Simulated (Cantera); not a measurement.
An adiabatic, constant-volume homogeneous reactor starts with CH4 : H2 : O2 : N2 = 1 : 0.072 : 5.57 : 20.9 (molar parts), equivalence ratio 0.37, at 1800 K and 1.00 atm.

Detailed kinetics in Cantera: GRI-Mech 3.0 (53 species, 325 reactions).

Predict: time of steepest temperature rise; temperature at 1.00 s; equilibrium temperature; x(H2) at 1.00 s; x(O2) at 1.00 s; x(O) at 1.00 s; x(OH) at 1.00 s; x(H2O2) at 1.00 s.


```
Property                                                            Result
---------------------------------  ---------------------------------------
time of steepest temperature rise                                  91.3 µs
temperature at 1.00 s                                               2569 K
equilibrium temperature                                             2569 K
x(H2) at 1.00 s                    0.00136 (gas-phase equilibrium 0.00136)
x(O2) at 1.00 s                        0.115 (gas-phase equilibrium 0.115)
x(O) at 1.00 s                     0.00570 (gas-phase equilibrium 0.00570)
x(OH) at 1.00 s                      0.0115 (gas-phase equilibrium 0.0115)
x(H2O2) at 1.00 s                  2.24e-7 (gas-phase equilibrium 2.24e-7)
```
